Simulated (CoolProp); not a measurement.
Computed with CoolProp (reference Helmholtz-energy equation of state, Span 1996).

Q: For carbon dioxide, give the phase and the density (kg/m³), cv (kJ/(kg K)), isothermal compressibility (1/MPa), viscosity (µPa s) at -51.55 °C and 9220 kPa; -51.55 °C and 10100 kPa; -51.55 °C and 11100 kPa.

A: 
- -51.55 °C and 9220 kPa: liquid; density 1180, cv 0.977, isothermal compressibility 0.00170, viscosity 250
- -51.55 °C and 10100 kPa: liquid; density 1180, cv 0.978, isothermal compressibility 0.00167, viscosity 252
- -51.55 °C and 11100 kPa: liquid; density 1180, cv 0.979, isothermal compressibility 0.00165, viscosity 254

Viscosity comes from a separate model (Laesecke 2017).
